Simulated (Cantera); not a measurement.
Charge: 1 mol CO, 0.02 mol O2, 0.4 mol H2, held at 1.33 mbar.

Method: chemical equilibrium by Gibbs-energy minimisation in Cantera with the NASA 1993 tables (ideal gas, pure condensed phases). Candidate condensed phases: C, C6H6, C7H8, C8H18, H2O; 110 gas species. Equilibrium is a limit: real reactors are often held back by kinetics, nucleation or transport. All values below are at 2175 K.

Base state: CO 0.681, H2 0.227, H 0.0637, H2O 0.0170, CO2 0.00983, OH 0.000642, O 0.000126 (mole fractions); condensed: gas only.

Task: What changes in the equilibrium state with this change: O2 from 0.02 to 0.08 mol?

Result: 
```
species    before     after
-------  --------  --------
CO          0.681     0.649
H2          0.227     0.183
H2O        0.0170    0.0638
CO2       0.00983    0.0435
H          0.0637    0.0572
O2        4.00e-6   8.64e-5
O        0.000126  0.000586
OH       0.000642   0.00268
```

Task: What changes in the equilibrium state with this change: 0.2 mol H2O added?

Result: 
```
species    before     after
-------  --------  --------
CO          0.681     0.559
H2          0.227     0.232
H2O        0.0170    0.0959
CO2       0.00983    0.0444
H          0.0637    0.0644
O2        4.00e-6  0.000121
OH       0.000642   0.00357
```
